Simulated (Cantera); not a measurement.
An isothermal, constant-pressure homogeneous reactor starts with CH₄ : H₂O = 1 : 0.71 (molar parts), at 2200 K and 1200 Torr. Integrator tolerance rtol = 1e-08.

Model: GRI-Mech 3.0 (53 species, 325 reactions), integrated in Cantera. GRI-Mech 3.0 stops at C3 and has no aromatics, soot or wall deposition, so with more carbon than oxygen in the feed, carbon stays in small species such as C2H2 where larger ones or solid carbon would form.

**Question.** What does this change do: temperature 2200 to 1473 K?

**Answer.** 
```json
[
 {"quantity": "x(CH₄) at 100 s", "before": "0.00109 (gas-phase equilibrium 0.00109)", "after": "0.117 (gas-phase equilibrium 0.0764)"},
 {"quantity": "x(H₂O) at 100 s", "before": "2.97e-6 (gas-phase equilibrium 2.99e-6)", "after": "0.0565 (gas-phase equilibrium 1.49e-5)"},
 {"quantity": "x(H₂) at 100 s", "before": "0.746 (gas-phase equilibrium 0.746)", "after": "0.620 (gas-phase equilibrium 0.692)"},
 {"quantity": "x(O₂) at 100 s", "before": "<1e-12 (gas-phase equilibrium <1e-12)", "after": "<1e-12 (gas-phase equilibrium <1e-12)"},
 {"quantity": "x(CO₂) at 100 s", "before": "1.57e-7 (gas-phase equilibrium 1.58e-7)", "after": "0.00652 (gas-phase equilibrium 1.95e-6)"},
 {"quantity": "x(O) at 100 s", "before": "7.79e-12 (gas-phase equilibrium 7.82e-12)", "after": "<1e-12 (gas-phase equilibrium <1e-12)"},
 {"quantity": "x(C₂H₄) at 100 s", "before": "0.000121 (gas-phase equilibrium 0.000121)", "after": "0.00628 (gas-phase equilibrium 0.00218)"}
]
```
